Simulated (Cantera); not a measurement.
Cantera run, input and output.

```python
import numpy as np
import cantera as ct

gas = ct.Solution("h2o2.yaml")
gas.TPX = 1300, 13000, {'H2': 0.48, 'O2': 1, 'N2': 5.5}
reactor = ct.IdealGasConstPressureReactor(gas, energy="off", clone=False)
net = ct.ReactorNet([reactor])
net.rtol, net.atol = 1e-08, 1e-18
show = ['H2', 'O2', 'HO2', 'OH', 'H2O', 'H2O2', 'H']
times = np.geomspace(4e-06, 1, 13)

steps = ct.SolutionArray(gas, extra=["t"])
rows = []
print(f"{'t/s':>10s}{'T/K':>9s}{'P/Pa':>11s}" + "".join(f"{s:>11s}" for s in show))
for t in times:
    while net.time < t:
        t_next = net.step()
        steps.append(gas.state, t=t_next)
    rows.append([np.interp(t, steps.t, y) for y in (steps.T, steps.P, *steps(*show).X.T)])
    print(f"{t:10.3e}{rows[-1][0]:9.1f}{rows[-1][1]:11.4g}" + "".join(f"{x:11.3e}" for x in rows[-1][2:]))
rate = np.gradient(steps.T, steps.t)
print("integrator steps:", len(steps.t))
if steps.T.max() > steps.T[0] + 200:
    print(f"time of steepest temperature rise: {steps.t[rate.argmax()]:.4e} s")
gas.TPX = 1300, 13000, {'H2': 0.48, 'O2': 1, 'N2': 5.5}
gas.equilibrate("TP")
print(f"equilibrium (TP): T = {gas.T:.1f} K  " + "  ".join(f"{s} {gas[s].X[0]:.3e}" for s in show))
```

Result:

```
       t/s      T/K       P/Pa         H2         O2        HO2         OH        H2O       H2O2          H
 4.000e-06   1300.0    1.3e+04  6.877e-02  1.433e-01  2.022e-09  1.597e-10  5.393e-11  4.931e-13  1.894e-09
 1.127e-05   1300.0    1.3e+04  6.877e-02  1.433e-01  5.709e-09  9.379e-10  9.363e-10  3.889e-12  5.423e-09
 3.175e-05   1300.0    1.3e+04  6.877e-02  1.433e-01  1.621e-08  5.888e-09  1.564e-08  3.044e-11  2.307e-08
 8.944e-05   1300.0    1.3e+04  6.877e-02  1.433e-01  5.120e-08  1.209e-07  5.660e-07  2.404e-10  4.258e-07
 2.520e-04   1300.0    1.3e+04  6.687e-02  1.423e-01  5.163e-06  2.587e-04  1.314e-03  2.644e-08  9.049e-04
 7.099e-04   1300.0    1.3e+04  4.264e-03  1.081e-01  6.590e-06  3.558e-03  5.375e-02  4.473e-07  1.923e-02
 2.000e-03   1300.0    1.3e+04  2.195e-03  1.101e-01  6.504e-06  2.552e-03  6.403e-02  4.948e-07  6.031e-03
 5.635e-03   1300.0    1.3e+04  4.504e-04  1.120e-01  4.455e-06  1.135e-03  6.983e-02  3.325e-07  5.041e-04
 1.587e-02   1300.0    1.3e+04  5.165e-05  1.126e-01  1.311e-06  3.834e-04  7.095e-02  1.122e-07  1.927e-05
 4.472e-02   1300.0    1.3e+04  7.324e-06  1.127e-01  2.644e-07  1.472e-04  7.113e-02  3.135e-08  1.075e-06
 1.260e-01   1300.0    1.3e+04  1.511e-06  1.127e-01  6.369e-08  6.796e-05  7.118e-02  9.303e-09  1.054e-07
 3.550e-01   1300.0    1.3e+04  4.033e-07  1.127e-01  2.101e-08  3.545e-05  7.120e-02  3.014e-09  1.496e-08
 1.000e+00   1300.0    1.3e+04  1.309e-07  1.128e-01  1.205e-08  2.029e-05  7.121e-02  1.097e-09  2.817e-09
integrator steps: 1710
equilibrium (TP): T = 1300.0 K  H2 5.139e-08  O2 1.128e-01  HO2 1.190e-08  OH 1.267e-05  H2O 7.121e-02  H2O2 4.728e-10  H 7.002e-10
```

Computed with Cantera and the H2/O2 subset of GRI-Mech 3.0, which has no nitrogen chemistry. The temperature is held fixed by assumption; the heat of reaction is taken as removed at once.
